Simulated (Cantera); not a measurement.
A closed system holds: 1 mol CHF3, 0.65 mol HCl, 0.16 mol H2, equilibrated at 0.0270 Torr.

Equilibrium computed with Cantera from the NASA thermochemical tables; the gas is ideal and each condensed phase is pure. Candidate condensed phases: C, C6H6, C7H8, C8H18; 118 gas species. Gases not in the tables: C2F6 and larger saturated fluorocarbons. The numbers say what is thermodynamically allowed, not how fast it happens.

Question: At 1200 K, list the 5 most abundant gas species with their mole fractions, and the condensed phases.

Answer: HF 0.683, Cl 0.135, CF4 0.106, HCl 0.0459, Cl2 0.0295. Condensed: C(graphite).
